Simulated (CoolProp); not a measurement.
Vapour-liquid equilibrium of hydrogen sulfide (1) + propane (2) at 0.234 MPa; x and y are mole fractions of (1).

Values from CoolProp's multi-fluid Helmholtz-energy mixture model, Lemmon 2006 and Lemmon 2009; pair parameters Kunz 2012.

```csv
x,"bubble temperature, mixture model (°C)","bubble temperature, Raoult's law (°C)","y, mixture model","y, Raoult's law"
0.05,-27.8,-22.9,0.243,0.106
0.125,-34.2,-25.1,0.445,0.243
0.2,-38.0,-27.2,0.552,0.361
0.275,-40.4,-29.1,0.616,0.462
0.35,-41.9,-30.9,0.657,0.550
0.425,-42.8,-32.6,0.685,0.628
0.5,-43.4,-34.1,0.707,0.696
0.575,-43.8,-35.5,0.725,0.756
0.65,-44.1,-36.9,0.743,0.810
0.725,-44.3,-38.1,0.764,0.859
0.8,-44.3,-39.3,0.791,0.902
0.875,-44.1,-40.5,0.834,0.942
0.95,-43.4,-41.5,0.911,0.978
```

The largest gap from Raoult's law is -11.3 K in bubble temperature, at x = 0.275. y crosses x between x = 0.725 and 0.8: the model has an azeotrope there.

The pair parameters rest on a limited set of measurements; away from them the model extrapolates. With so large a gap from Raoult's law the liquid may split in two, which this calculation doesn't test in full.
